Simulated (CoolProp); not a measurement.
Oxygen along the isotherm -109.85 °C: fugacity coefficient from the reference equation and from simpler models built on Tc = -118.6 °C, pc = 5046 kPa, ω = 0.022; each cubic takes its own stable root.

Values from CoolProp's reference Helmholtz-energy equation of state, Schmidt 1985.

| p (kPa) | phase | reference |
|---|---|---|
| 39.9 | gas | 0.9978 |
| 70.9 | gas | 0.9960 |
| 126 | gas | 0.9930 |
| 224 | gas | 0.9875 |
| 399 | gas | 0.9777 |
| 709 | gas | 0.9606 |
| 1260 | gas | 0.9302 |
| 2240 | gas | 0.8769 |
| 3990 | gas | 0.7830 |
| 7090 | supercritical | 0.6104 |
| 12600 | supercritical | 0.4195 |

Q: How far does each simpler model (van der Waals, Redlich-Kwong, Soave-Redlich-Kwong, Peng-Robinson) lie from the reference over these 11 states: mean and median of the absolute difference, and the worst?

A: 
- van der Waals: mean 1.2 %, median 0.3 %, worst +6.9 % at -109.85 °C and 12600 kPa
- Redlich-Kwong: mean 0.3 %, median 0.1 %, worst +1.9 % at -109.85 °C and 12600 kPa
- Soave-Redlich-Kwong: mean 0.3 %, median 0.1 %, worst +2.2 % at -109.85 °C and 12600 kPa
- Peng-Robinson: mean 1.4 %, median 0.6 %, worst -4.2 % at -109.85 °C and 7090 kPa
